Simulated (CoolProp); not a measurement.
Saturation properties of R1234ze(E).

The numbers come from the reference Helmholtz-energy equation of state, Thol 2016 in CoolProp.

```
T (K)  p (bar)  liquid density (kg/m³)  vapour Z  liquid viscosity (µPa s)  liquid conductivity (mW/(m K))
-----  -------  ----------------------  --------  ------------------------  ------------------------------
190.6  0.02011                    1457    0.9979                       [?]                             [?]
198.8  0.03962                    1437    0.9964                       829                             113
206.9  0.07264                    1416    0.9942                       701                             109
215.1   0.1269                    1396    0.9911                       [?]                             106
223.3   0.2111                    1375    0.9869                       521                             102
231.4   0.3344                    1354    0.9814                       458                            99.1
239.6   0.5130                    1333    0.9745                       404                            95.9
247.7   0.7576                    1311       [?]                       360                            92.7
255.9    1.092                    1289       [?]                       321                            89.5
264.1    1.531                    1266    0.9439                       288                            86.4
272.2    2.091                    1243    0.9300                       259                            83.4
280.4    2.806                    1219    0.9139                       234                            80.4
288.6    3.695                    1194    0.8956                       211                             [?]
296.7    4.770                    1168       [?]                       191                            74.7
```

Problem. Complete the blanks.

Solution. 
- 190.6, liquid viscosity (µPa s): 1000
- 190.6, liquid conductivity (mW/(m K)): 116
- 215.1, liquid viscosity (µPa s): 601
- 247.7, vapour Z: 0.9661
- 255.9, vapour Z: 0.9559
- 288.6, liquid conductivity (mW/(m K)): 77.5
- 296.7, vapour Z: 0.8752

It boils at 254.2 K under 1 atm.

Viscosity comes from a separate model (Bell 2016), an estimate that may be off by 10 % or more. Thermal conductivity comes from a separate model (Perkins 2011).
